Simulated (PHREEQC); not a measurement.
A made-up water analysis in mg/kgw, 40 °C, pH 7.67:

```tsv
constituent	mg/kgw
Na	1970
K	173
Ca	488
Mg	150
Cl	4320
S(6) as SO4	32.9
Alkalinity as HCO3	7.01
B	0.801
```

Valence states are taken as typed.

All values are PHREEQC results (Pitzer model, pitzer.dat), not measurements.

The ionic strength comes out as 0.143 mol/kgw. What activity coefficients do K+, SO4-2, OH-, Ca+2, Na+ get?

K+ 0.75, SO4-2 0.21, OH- 0.68, Ca+2 0.33, Na+ 0.76. Single-ion values are on the MacInnes scale.

This is a speciation only: nothing precipitates in the calculation. Complexes and solids missing from the database can't appear. Away from 25 °C the constants follow the database's enthalpies or fits; those with neither stay at their 25 °C values.
